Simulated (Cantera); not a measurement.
**Dilute partial oxidation**

An isothermal, constant-pressure homogeneous reactor starts with CH4 : O2 : N2 = 0.0061 : 0.009 : 1 (molar parts), equivalence ratio 1.4, at 1025 K and 7500 Torr.

Detailed kinetics in Cantera: GRI-Mech 3.0 (53 species, 325 reactions).

| t (s) | x CH4 | x O2 | x HO2 | x H2 | x OH | x CH2CO |
|---|---|---|---|---|---|---|
| 3.00e-6 | 0.00601 | 0.00887 | 1.50e-12 | <1e-12 | <1e-12 | <1e-12 |
| 8.68e-6 | 0.00601 | 0.00887 | 4.35e-12 | <1e-12 | <1e-12 | <1e-12 |
| 2.51e-5 | 0.00601 | 0.00887 | 1.26e-11 | <1e-12 | <1e-12 | <1e-12 |
| 7.27e-5 | 0.00601 | 0.00887 | 3.64e-11 | <1e-12 | <1e-12 | <1e-12 |
| 0.000211 | 0.00601 | 0.00887 | 1.05e-10 | <1e-12 | <1e-12 | <1e-12 |
| 0.000609 | 0.00601 | 0.00887 | 3.00e-10 | 1.06e-12 | <1e-12 | <1e-12 |
| 0.00176 | 0.00601 | 0.00887 | 8.41e-10 | 7.63e-12 | <1e-12 | <1e-12 |
| 0.00510 | 0.00601 | 0.00887 | 2.22e-9 | 6.83e-11 | <1e-12 | <1e-12 |
| 0.0148 | 0.00601 | 0.00887 | 4.96e-9 | 8.01e-10 | 2.79e-12 | <1e-12 |
| 0.0428 | 0.00601 | 0.00887 | 7.56e-9 | 8.13e-9 | 6.15e-12 | <1e-12 |
| 0.124 | 0.00601 | 0.00887 | 1.06e-8 | 4.35e-8 | 8.02e-12 | <1e-12 |
| 0.358 | 0.00601 | 0.00886 | 2.20e-8 | 2.56e-7 | 1.52e-11 | 9.32e-12 |
| 1.04 | 0.00597 | 0.00884 | 1.08e-7 | 4.08e-6 | 1.06e-10 | 1.27e-9 |
| 3.00 | 0.000430 | 0.000184 | 1.51e-7 | 0.00115 | 7.34e-10 | 1.48e-6 |
x: mole fraction; the columns are a selection and need not sum to one.

Equilibrium at this temperature and pressure: CH4 4.04e-8, O2 <1e-12, HO2 <1e-12, H2 0.00442, OH <1e-12, CH2CO <1e-12 (gas phase only).
